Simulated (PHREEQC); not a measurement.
Dissolve 0.058 mol FeCl3, 0.0016 mol CuCl2 and 0.013 mol NaCl per kg of water at 80 °C. Closed to the air; pH follows from the charge balance.

Computed with PHREEQC (ion-association model, wateq4f.dat).

Each row changes one thing in this solution. No solid was allowed to form.

| case | pH | ionic strength (mol/kgw) | Cl- (mol/kgw) | FeCl+2 (mol/kgw) | FeOH+2 (mol/kgw) | Fe2(OH)2+4 (mol/kgw) | SI of Goethite (FeOOH) | SI of Halite (NaCl) |
|---|---|---|---|---|---|---|---|---|
| as made | 1.73 | 0.252 | 0.159 | 0.0282 | 0.0108 | 0.00609 | +4.53 | -4.70 |
| NaCl from 0.013 to 0.0026 mol/kgw | 1.72 | 0.243 | 0.149 | 0.0276 | 0.0109 | 0.00626 | +4.52 | -5.42 |
| diluted 100-fold with water | 3.05 | 0.00213 | 0.00190 | 4.39e-7 | 0.000205 | ? | +5.96 | -8.34 |
| CuCl2 replaced by Cu(NO3)2 at the same molality | 1.73 | 0.252 | 0.156 | 0.0280 | 0.0108 | 0.00615 | +4.52 | -4.71 |
| NaCl from 0.013 to 0.0013 mol/kgw | 1.72 | 0.242 | 0.148 | 0.0275 | 0.0109 | 0.00629 | +4.52 | -5.73 |
| NaCl from 0.013 to 0.0117 mol/kgw | 1.73 | 0.251 | 0.158 | 0.0282 | 0.0108 | 0.00611 | +4.53 | -4.75 |
| NaCl from 0.013 to 0.0195 mol/kgw | 1.74 | 0.257 | 0.165 | 0.0286 | 0.0107 | 0.00599 | +4.53 | -4.51 |
| temperature from 80 to 75 °C | ? | 0.252 | 0.159 | 0.0283 | 0.0101 | 0.00602 | +4.50 | ? |
| FeCl3 from 0.058 to 0.0116 mol/kgw | ? | ? | 0.0482 | 0.00216 | 0.00576 | 0.000967 | +5.25 | -5.11 |

Question: Fill in the missing entries.

Answer: 
- diluted 100-fold with water, Fe2(OH)2+4 (mol/kgw): 2.65e-7
- temperature from 80 to 75 °C, pH: 1.75
- temperature from 80 to 75 °C, SI of Halite (NaCl): -4.69
- FeCl3 from 0.058 to 0.0116 mol/kgw, pH: 2.12
- FeCl3 from 0.058 to 0.0116 mol/kgw, ionic strength (mol/kgw): 0.0659

Some of these states are supersaturated (in Hematite (slow to form), Goethite (slow to form), for instance). At this temperature some constants are extrapolated from 25 °C, and those without enthalpy data are left unchanged.
